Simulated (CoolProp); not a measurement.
Oxygen at 897.03 K and 2.94 MPa is throttled through a valve to 1.31 MPa with no heat exchange. Each further row changes one setting.

The numbers come from the reference Helmholtz-energy equation of state, Schmidt 1985 in CoolProp.

```
case                       temperature change (K)  final density (kg/m³)
-------------------------  ----------------------  ---------------------
as stated                                    +0.3                   5.60
outlet pressure 0.393 MPa                    +0.5                   1.68
outlet pressure 1.7 MPa                      +0.2                   7.26
```

Above 300 K oxygen's equation is extrapolated.
